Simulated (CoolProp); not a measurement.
A simple Rankine cycle with isohexane: condensing at 305.15 K, boiler at 2.7 MPa, turbine inlet 549 K, turbine efficiency 0.6, pump efficiency 0.8, no recuperator. Each further row changes one setting.

Model: reference Helmholtz-energy equation of state, Lemmon 2006, in CoolProp. It is a short technical equation, of lower accuracy than the large ones.

| case | thermal efficiency (%) | net work (kJ/kg) | heat in (kJ/kg) | turbine exit temperature (K) | volume ratio over the turbine |
|---|---|---|---|---|---|
| as stated | 13.1 | 110 | 834 | 485.8 | 85.4 |
| condensing temperature 297.15 K | 13.9 | 118 | 852 | 482.3 | 117 |
| boiler pressure 1.89 MPa | 12.4 | 105 | 854 | 495.3 | 54.7 |
| turbine efficiency 0.5 | 10.9 | 90.5 | 834 | 493.4 | 86.8 |
